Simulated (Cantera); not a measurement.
Cantera run, input and output.

```python
import numpy as np
import cantera as ct

gas = ct.Solution("gri30.yaml")
gas.TPX = 1200, 500000, {'CH4': 1, 'C2H6': 0.092, 'C3H8': 0.048, 'O2': 6.57, 'N2': 24.7}
reactor = ct.IdealGasReactor(gas, energy="on", clone=False)
net = ct.ReactorNet([reactor])
net.rtol, net.atol = 1e-08, 1e-16
show = ['CH4', 'C2H6', 'C3H8', 'HCN', 'CH3', 'H2O2']
times = np.geomspace(5e-06, 3, 11)

steps = ct.SolutionArray(gas, extra=["t"])
rows = []
print(f"{'t/s':>10s}{'T/K':>9s}{'P/Pa':>11s}" + "".join(f"{s:>11s}" for s in show))
for t in times:
    while net.time < t:
        t_next = net.step()
        steps.append(gas.state, t=t_next)
    rows.append([np.interp(t, steps.t, y) for y in (steps.T, steps.P, *steps(*show).X.T)])
    print(f"{t:10.3e}{rows[-1][0]:9.1f}{rows[-1][1]:11.4g}" + "".join(f"{x:11.3e}" for x in rows[-1][2:]))
rate = np.gradient(steps.T, steps.t)
print("integrator steps:", len(steps.t))
if steps.T.max() > steps.T[0] + 200:
    print(f"time of steepest temperature rise: {steps.t[rate.argmax()]:.4e} s")
gas.TPX = 1200, 500000, {'CH4': 1, 'C2H6': 0.092, 'C3H8': 0.048, 'O2': 6.57, 'N2': 24.7}
gas.equilibrate("UV")
print(f"equilibrium (UV): T = {gas.T:.1f} K  " + "  ".join(f"{s} {gas[s].X[0]:.3e}" for s in show))
```

It prints:

```
       t/s      T/K       P/Pa        CH4       C2H6       C3H8        HCN        CH3       H2O2
 5.000e-06   1200.0      5e+05  3.085e-02  2.839e-03  1.481e-03  1.318e-23  1.016e-07  1.536e-10
 1.891e-05   1200.0      5e+05  3.085e-02  2.839e-03  1.481e-03  2.038e-22  3.848e-07  2.431e-09
 7.155e-05   1200.0      5e+05  3.085e-02  2.838e-03  1.480e-03  3.748e-21  1.436e-06  3.269e-08
 2.707e-04   1200.0      5e+05  3.084e-02  2.833e-03  1.476e-03  2.524e-19  5.941e-06  4.344e-07
 1.024e-03   1208.0  5.036e+05  3.005e-02  2.614e-03  1.303e-03  1.801e-15  3.549e-05  1.406e-05
 3.873e-03   2262.3  9.465e+05  4.628e-21  6.033e-39 -2.565e-53  8.183e-14  2.101e-20  3.210e-07
 1.465e-02   2256.5   9.44e+05  4.191e-21  5.201e-39  1.963e-55  8.226e-14  1.875e-20  3.146e-07
 5.542e-02   2243.9  9.386e+05  3.378e-21  3.471e-39  7.616e-57  7.687e-14  1.464e-20  3.008e-07
 2.096e-01   2236.6  9.356e+05  2.978e-21  2.754e-39  5.435e-57  7.196e-14  1.267e-20  2.932e-07
 7.931e-01   2236.4  9.355e+05  2.969e-21  2.739e-39  5.392e-57  7.184e-14  1.262e-20  2.930e-07
 3.000e+00   2236.4  9.355e+05  2.969e-21  2.739e-39  5.392e-57  7.184e-14  1.262e-20  2.930e-07
integrator steps: 1928
time of steepest temperature rise: 1.4560e-03 s
equilibrium (UV): T = 2236.4 K  CH4 4.552e-21  C2H6 4.613e-39  C3H8 1.060e-56  HCN 7.184e-14  CH3 1.935e-20  H2O2 2.930e-07
```

Cantera simulation using GRI-Mech 3.0 (53 species, 325 reactions); the numbers are that mechanism's predictions, not measurements.
